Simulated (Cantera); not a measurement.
## Thermodynamics of silicon epitaxy and polysilicon growth, feed Si2Cl6 + H2 + HCl

Feed: 1 mol Si2Cl6, 4.8 mol H2, 3.8 mol HCl, held at 1248.15 K and 1 atm.

Method: chemical equilibrium by Gibbs-energy minimisation in Cantera with the NASA 1993 tables (ideal gas, pure condensed phases). Candidate condensed phases: Si; 19 gas species. The feed counts by its element totals alone. The tables' values for SiCl3 are old estimates; treat these amounts as uncertain. Equilibrium is a limit: real reactors are often held back by kinetics, nucleation or transport.

```json
{
  "x(H2)": "0.580",
  "x(HCl)": "0.212",
  "x(SiCl4)": "0.184",
  "x(SiHCl3)": "0.0177",
  "x(SiCl3)": "0.00512",
  "x(SiCl2)": "0.00103",
  "x(SiH2Cl2)": "0.000232",
  "gas_amount": "9.635 mol",
  "log10 activity of Si(s) (absent)": "-2.28"
}
```
